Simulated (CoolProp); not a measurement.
Saturation properties of carbonyl sulfide.

Model: reference Helmholtz-energy equation of state, Lemmon 2006, in CoolProp. It is a short technical equation, of lower accuracy than the large ones.

| T (°C) | p (MPa) | liquid density (kg/m³) | vapour density (kg/m³) | enthalpy of vaporisation (kJ/kg) | liquid cp (kJ/(kg K)) |
|---|---|---|---|---|---|
| 19.85 | 1.125 | 1005 | ___ | 250.7 | 1.346 |
| 30.35 | 1.460 | 974.4 | ___ | 238.9 | 1.397 |
| 40.85 | ___ | 941.4 | 54.54 | 225.8 | 1.461 |
| 51.35 | 2.337 | 905.4 | 69.66 | ___ | 1.548 |
| 61.85 | 2.894 | 865.5 | 88.77 | 194.1 | 1.670 |
| 72.35 | 3.544 | 820.0 | ___ | 174.3 | 1.860 |
| 82.85 | 4.295 | 766.1 | 147.3 | 150.0 | ___ |
| 93.35 | 5.163 | 695.9 | 198.3 | 117.5 | 3.123 |

Task: Complete the blanks.

Result: 
- 19.85, vapour density (kg/m³): 32.68
- 30.35, vapour density (kg/m³): 42.43
- 40.85, p (MPa): 1.861
- 51.35, enthalpy of vaporisation (kJ/kg): 211.0
- 72.35, vapour density (kg/m³): 113.6
- 82.85, liquid cp (kJ/(kg K)): 2.209

It boils at -50.2 °C under 1 atm.
